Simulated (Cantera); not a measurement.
A closed system holds: 1 mol AlN, 0.92 mol H₂, held at 1950 K and 5480 Torr.

Method: chemical equilibrium by Gibbs-energy minimisation in Cantera with the NASA 1993 tables (ideal gas, pure condensed phases). Candidate condensed phases: Al, AlN; 13 gas species. Kinetics and transport are ignored.

Question: What is the equilibrium state?

Answer: 
```
Item                                  Result
--------------------------------  ----------
x(H₂)                                  0.999
x(H)                                0.000424
x(Al)                                5.53e-5
x(N₂)                                5.05e-5
x(AlH)                               4.68e-5
x(NH₃)                               1.13e-6
n(AlN(s))                          1.000 mol
gas amount                        0.9203 mol
log10 activity of Al(l) (absent)       -0.97
```
